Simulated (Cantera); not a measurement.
Input (Python, Cantera):

```python
import numpy as np
import cantera as ct

gas = ct.Solution("gri30.yaml")
gas.TPX = 973, 17000, {'CO': 0.012, 'O2': 0.014, 'H2O': 0.0016, 'N2': 1}
reactor = ct.IdealGasConstPressureReactor(gas, energy="off", clone=False)
net = ct.ReactorNet([reactor])
net.rtol, net.atol = 1e-08, 1e-18
show = ['CO', 'O2', 'H2O', 'NO', 'O', 'HO2', 'H2']
times = np.geomspace(3e-05, 20, 9)

steps = ct.SolutionArray(gas, extra=["t"])
rows = []
print(f"{'t/s':>10s}{'T/K':>9s}{'P/Pa':>11s}" + "".join(f"{s:>11s}" for s in show))
for t in times:
    while net.time < t:
        t_next = net.step()
        steps.append(gas.state, t=t_next)
    rows.append([np.interp(t, steps.t, y) for y in (steps.T, steps.P, *steps(*show).X.T)])
    print(f"{t:10.3e}{rows[-1][0]:9.1f}{rows[-1][1]:11.4g}" + "".join(f"{x:11.3e}" for x in rows[-1][2:]))
rate = np.gradient(steps.T, steps.t)
print("integrator steps:", len(steps.t))
if steps.T.max() > steps.T[0] + 200:
    print(f"time of steepest temperature rise: {steps.t[rate.argmax()]:.4e} s")
gas.TPX = 973, 17000, {'CO': 0.012, 'O2': 0.014, 'H2O': 0.0016, 'N2': 1}
gas.equilibrate("TP")
print(f"equilibrium (TP): T = {gas.T:.1f} K  " + "  ".join(f"{s} {gas[s].X[0]:.3e}" for s in show))
```

It prints:

```
       t/s      T/K       P/Pa         CO         O2        H2O         NO          O        HO2         H2
 3.000e-05    973.0    1.7e+04  1.168e-02  1.362e-02  1.557e-03  1.787e-26  4.600e-13  4.956e-17  7.340e-22
 1.604e-04    973.0    1.7e+04  1.168e-02  1.362e-02  1.557e-03  6.229e-25  2.457e-12  2.749e-16  2.297e-19
 8.572e-04    973.0    1.7e+04  1.168e-02  1.362e-02  1.557e-03  2.334e-23  1.308e-11  5.151e-15  8.255e-17
 4.582e-03    973.0    1.7e+04  1.168e-02  1.362e-02  1.557e-03  7.371e-22  7.034e-11  6.543e-13  1.451e-14
 2.449e-02    973.0    1.7e+04  1.168e-02  1.362e-02  1.557e-03  2.706e-20  5.131e-10  5.405e-11  1.337e-12
 1.309e-01    973.0    1.7e+04  1.168e-02  1.362e-02  1.557e-03  1.016e-16  7.842e-08  1.992e-08  6.817e-10
 6.999e-01    973.0    1.7e+04  2.423e-03  9.013e-03  1.534e-03  7.023e-08  6.244e-05  5.834e-07  1.872e-05
 3.741e+00    973.0    1.7e+04  7.624e-05  7.868e-03  1.565e-03  7.741e-08  1.812e-06  1.472e-07  5.925e-07
 2.000e+01    973.0    1.7e+04  1.787e-06  7.832e-03  1.566e-03  7.450e-08  4.290e-08  8.553e-09  8.341e-09
integrator steps: 1381
equilibrium (TP): T = 973.0 K  CO 7.682e-12  O2 7.828e-03  H2O 1.566e-03  NO 4.990e-06  O 1.462e-11  HO2 4.073e-12  H2 1.652e-12
```

Detailed kinetics in Cantera: GRI-Mech 3.0 (53 species, 325 reactions).
